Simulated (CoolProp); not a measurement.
Octamethyltrisiloxane (MDM) along the isobar 0.101 MPa: density (kg/m³) from the reference equation and from simpler models built on Tc = 565.4 K, pc = 1.438 MPa, ω = 0.528; each cubic takes its own stable root.

Computed with CoolProp (reference Helmholtz-energy equation of state, Thol 2017).

| T (K) | phase | reference | ideal gas | van der Waals | Redlich-Kwong | Soave-Redlich-Kwong | Peng-Robinson |
|---|---|---|---|---|---|---|---|
| 455.6 | gas | 6.682 | 6.307 | 6.541 | 6.608 | 6.665 | 6.687 |
| 463.5 | gas | 6.542 | 6.199 | 6.420 | 6.480 | 6.530 | 6.551 |
| 471.5 | gas | 6.408 | 6.094 | 6.302 | 6.356 | 6.399 | 6.420 |
| 479.5 | gas | 6.280 | 5.992 | 6.189 | 6.237 | 6.274 | 6.294 |
| 487.4 | gas | 6.159 | 5.895 | 6.081 | 6.125 | 6.156 | 6.175 |
| 495.4 | gas | 6.043 | 5.800 | 5.975 | 6.015 | 6.041 | 6.060 |
| 503.3 | gas | 5.933 | 5.709 | 5.875 | 5.911 | 5.933 | 5.951 |
| 511.3 | gas | 5.826 | 5.620 | 5.776 | 5.809 | 5.827 | 5.845 |
| 519.3 | gas | 5.724 | 5.533 | 5.682 | 5.711 | 5.725 | 5.743 |
| 527.2 | gas | 5.627 | 5.450 | 5.591 | 5.618 | 5.629 | 5.646 |
| 535.2 | gas | 5.533 | 5.369 | 5.502 | 5.526 | 5.535 | 5.551 |
| 543.2 | gas | 5.442 | 5.290 | 5.416 | 5.438 | 5.444 | 5.460 |
| 551.1 | gas | 5.355 | 5.214 | 5.334 | 5.354 | 5.358 | 5.373 |
| 559.1 | gas | 5.270 | 5.139 | 5.254 | 5.272 | 5.273 | 5.288 |
| 567 | gas | 5.190 | 5.067 | 5.177 | 5.193 | 5.192 | 5.207 |
| 575 | gas | 5.111 | 4.997 | 5.101 | 5.115 | 5.113 | 5.127 |
